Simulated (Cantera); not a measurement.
What does this Cantera script print?

```python
import numpy as np
import cantera as ct

gas = ct.Solution("h2o2.yaml")
gas.TPX = 575, 13332, {'H2': 1, 'O2': 0.862, 'N2': 3.79, 'H2O': 0.36}
flame = ct.FreeFlame(gas, width=0.16)
flame.set_refine_criteria(ratio=3, slope=0.08, curve=0.16)
flame.transport_model = "mixture-averaged"
flame.solve(loglevel=0, auto=True)
z, T = flame.grid, flame.T
thick = (T[-1] - T[0]) / np.gradient(T, z).max()
show = ['H2', 'O2', 'H2O', 'HO2', 'H', 'O']
print(f"laminar burning velocity  {flame.velocity[0] * 100:.3f} cm/s")
print(f"burnt temperature         {T[-1]:.1f} K")
print(f"thermal thickness         {thick * 1e3:.4f} mm")
print(f"grid points               {len(z)}")
z0 = z[flame.heat_release_rate.argmax()]
print(f"{'z/mm':>9s}{'T/K':>9s}{'u/(m/s)':>9s}" + "".join(f"{s:>11s}" for s in show))
rows = []
for k in (-3, -2, -1.5, -1, -0.5, -0.25, 0, 0.25, 0.5, 1, 2, 4, 8):
    zz = z0 + k * thick
    rows.append([k * thick, np.interp(zz, z, T), np.interp(zz, z, flame.velocity),
                 *(np.interp(zz, z, flame.X[gas.species_index(s)]) for s in show)])
    print(f"{rows[-1][0] * 1e3:9.3f}{rows[-1][1]:9.1f}{rows[-1][2]:9.3f}" + "".join(f"{x:11.3e}" for x in rows[-1][3:]))
```

It prints:

```
laminar burning velocity  293.351 cm/s
burnt temperature         1793.8 K
thermal thickness         5.8009 mm
grid points               125
     z/mm      T/K  u/(m/s)         H2         O2        H2O        HO2          H          O
  -17.403    575.0    2.934  1.663e-01  1.434e-01  5.988e-02  2.103e-13  1.218e-16  4.474e-17
  -11.602    575.0    2.934  1.663e-01  1.434e-01  5.988e-02  1.603e-10  1.444e-12  1.877e-13
   -8.701    575.0    2.933  1.663e-01  1.434e-01  5.988e-02  7.712e-09  2.435e-10  1.786e-11
   -5.801    575.0    2.933  1.662e-01  1.434e-01  5.989e-02  1.572e-06  1.746e-07  8.212e-09
   -2.900    595.8    3.022  1.599e-01  1.435e-01  6.186e-02  7.248e-05  2.434e-04  1.236e-05
   -1.450    745.7    3.717  1.327e-01  1.391e-01  7.828e-02  4.566e-05  4.124e-03  2.514e-04
    0.000   1036.4    5.056  6.694e-02  1.122e-01  1.375e-01  2.176e-05  1.977e-02  3.759e-03
    1.450   1249.5    6.044  2.231e-02  8.071e-02  1.928e-01  1.235e-05  2.659e-02  8.582e-03
    2.900   1357.6    6.535  1.431e-02  7.279e-02  2.072e-01  9.474e-06  2.236e-02  9.281e-03
    5.801   1471.6    7.038  1.190e-02  6.966e-02  2.157e-01  7.371e-06  1.505e-02  8.054e-03
   11.602   1579.9    7.503  9.186e-03  6.756e-02  2.239e-01  5.569e-06  8.463e-03  5.978e-03
   23.203   1668.4    7.874  6.003e-03  6.622e-02  2.316e-01  3.909e-06  3.874e-03  3.768e-03
   46.407   1730.7    8.132  3.196e-03  6.564e-02  2.377e-01  2.386e-06  1.372e-03  1.958e-03
```

Cantera simulation using the H2/O2 subset of GRI-Mech 3.0, which has no nitrogen chemistry; the numbers are that mechanism's predictions, not measurements. Burning velocities carry a grid error of a few per cent, more on coarse grids. Lean hydrogen flames are cellular in practice and burn faster than this planar one.
